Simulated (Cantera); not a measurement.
Feed: 1 mol CF4, 0.28 mol Si, at 7.50 Torr.

These are equilibrium values from Cantera (NASA tables, ideal gas, pure condensed phases), not measurements of a reactor. Candidate condensed phases: C, Si, SiC; 23 gas species. Gases not in the tables: C2F6 and larger saturated fluorocarbons. Rates play no part. All values below are at 700 °C.

Base state: CF4 0.720, SiF4 0.280 (mole fractions); condensed: C(graphite).

### Question
What changes in the equilibrium state with this change: CF4 replaced by CH3Cl?

### Answer
```csv
species,before,after
H2,0,0.722
HCl,0,0.188
SiCl4,0,0.0877
CF4,0.720,0
SiF4,0.280,0
SiHCl3,0,0.00189
CH4,0,0.000669
SiCl3,0,0.000271
"C(graphite), mol",0.280,0.884
"SiC(s), mol",0,0.115
```
The tables' values for SiCl3 are old estimates; treat these amounts as uncertain. Further candidate phases: C6H6, C7H8, C8H18.
